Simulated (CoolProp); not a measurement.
A single-stage vapour-compression cycle with the fluid: evaporating at 259.15 K (dew point), condensing at 286.15 K (bubble point), superheat 0 K, subcooling 2 K, compressor efficiency 0.9, no pressure losses. The same conditions are run with several fluids, on thermodynamics alone (safety and materials aside).

Computed with CoolProp (reference Helmholtz-energy equation of state of each fluid (R245ca: Zhou 2016; R142b: Lemmon 2006; carbonyl sulfide: Lemmon 2006; trans-2-butene: Lemmon 2005; R1132(E): Akasaka 2024; R236FA: Pan 2012)).

```json
[
 {"fluid": "R245ca", "cooling COP": "7.96", "pressure ratio": "3.70", "discharge temperature (K)": "289.3", "refrigerating effect (kJ/kg)": "192", "volumetric capacity (kJ/m³)": "201"},
 {"fluid": "R142b", "cooling COP": "7.96", "pressure ratio": "2.77", "discharge temperature (K)": "293.6", "refrigerating effect (kJ/kg)": "195", "volumetric capacity (kJ/m³)": "780"},
 {"fluid": "carbonyl sulfide", "cooling COP": "7.80", "pressure ratio": "2.24", "discharge temperature (K)": "312.7", "refrigerating effect (kJ/kg)": "250", "volumetric capacity (kJ/m³)": "3160"},
 {"fluid": "trans-2-butene", "cooling COP": "8.01", "pressure ratio": "2.85", "discharge temperature (K)": "292.6", "refrigerating effect (kJ/kg)": "363", "volumetric capacity (kJ/m³)": "538"},
 {"fluid": "R1132(E)", "cooling COP": "7.60", "pressure ratio": "2.33", "discharge temperature (K)": "300.7", "refrigerating effect (kJ/kg)": "225", "volumetric capacity (kJ/m³)": "3840"},
 {"fluid": "R236FA", "cooling COP": "7.77", "pressure ratio": "3.06", "discharge temperature (K)": "286.2", "refrigerating effect (kJ/kg)": "136", "volumetric capacity (kJ/m³)": "577"}
]
```

The compression ends wet for: R236FA.
